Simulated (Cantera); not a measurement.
# NO annealing gas

A perfectly stirred reactor is fed with NO : N2 = 1 : 0.2 (molar parts), at 17000 Pa; it is held at 2050 K, and followed from long to short residence time.

Computed with Cantera and GRI-Mech 3.0 (53 species, 325 reactions).

```
τ (s)     x NO     x NO2     x N2O   x N2       x O      x O2
-------  -----  --------  --------  -----  --------  --------
8.2      0.124  0.000105   5.16e-6  0.521   0.00142     0.354
2.7      0.255  0.000195   2.21e-5  0.455   0.00129     0.288
0.89     0.468  0.000284   7.85e-5  0.349   0.00105     0.182
0.29     0.673  0.000275  0.000175  0.246  0.000745    0.0792
0.097    0.777  0.000205  0.000246  0.194  0.000519    0.0274
0.032    0.815  0.000153  0.000272  0.175  0.000398   0.00860
0.011    0.827  0.000125  0.000262  0.169  0.000335   0.00265
0.0035   0.831   9.86e-5  0.000212  0.167  0.000266  0.000625
0.0012   0.833   5.97e-5  0.000135  0.167  0.000167  0.000105
0.00038  0.833   1.84e-5   6.06e-5  0.167   6.51e-5   8.70e-6
```
x: mole fraction; the columns are a selection and need not sum to one.
